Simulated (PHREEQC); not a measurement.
A column of 0.5 m (40 cells, dispersivity 0.04 m, 60 s a shift, diffusion coefficient 3e-10 m²/s) holds 0.073 eq of the database's cation exchanger X per kg of pore water, first in equilibrium with 3.5 mmol/kgw KCl, 31 mmol/kgw NaCl and 0.01 mmol/kgw HCl. It is flushed with 0.54 mmol/kgw KBr, 52 mmol/kgw ZnSO4 and 0.01 mmol/kgw HCl, at 25 °C. Values are for the last cell. No CO2 enters from the air. Precipitation was switched off in this run.

The series has 33 steps of pore volumes, from 0 to 4.013.

Model: ion-association model, phreeqc.dat, run in PHREEQC.

After how many pore volumes does S at the outlet first reach half of its feed value?

By 1.0 pore volumes.

After how many pore volumes does Zn at the outlet first reach half of its feed value?

By 1.6 pore volumes.

After how many pore volumes does Br at the outlet first reach half of its feed value?

By 1.0 pore volumes.
